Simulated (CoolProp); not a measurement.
Properties of R142b at several states.

Values from CoolProp's reference Helmholtz-energy equation of state, Lemmon 2006. It is a short technical equation, of lower accuracy than the large ones.

```
T (°C)  p (MPa)  phase  density (kg/m³)  cv (kJ/(kg K))  speed of sound (m/s)
------  -------  -----  ---------------  --------------  --------------------
157.15   0.0107    gas           0.3008          0.9507                 196.6
13.35    0.0674    gas            2.900          0.7349                 160.0
192.85     1.82    gas            52.81           1.017                 186.6
```
